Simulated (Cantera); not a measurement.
A perfectly stirred reactor is fed with 45.5 % NO, 54.5 % N2, at 1.50 bar; it is held at 1925 K, and followed from long to short residence time.

Model: GRI-Mech 3.0 (53 species, 325 reactions), integrated in Cantera.

**Question.** Predict: x(NO) at τ = 4.00 s; x(N2O) at τ = 4.00 s; x(N2) at τ = 4.00 s; x(NO2) at τ = 4.00 s; x(O) at τ = 4.00 s; x(NO) at τ = 46.0 ms; x(N2O) at τ = 46.0 ms; x(N2) at τ = 46.0 ms; x(NO2) at τ = 46.0 ms; x(O) at τ = 46.0 ms.

**Answer.** 
| Property | Result |
|---|---|
| x(NO) at τ = 4.00 s | 0.136 |
| x(N2O) at τ = 4.00 s | 8.40e-6 |
| x(N2) at τ = 4.00 s | 0.705 |
| x(NO2) at τ = 4.00 s | 0.000285 |
| x(O) at τ = 4.00 s | 0.000122 |
| x(NO) at τ = 46.0 ms | 0.435 |
| x(N2O) at τ = 46.0 ms | 8.67e-5 |
| x(N2) at τ = 46.0 ms | 0.555 |
| x(NO2) at τ = 46.0 ms | 0.000283 |
| x(O) at τ = 46.0 ms | 3.94e-5 |
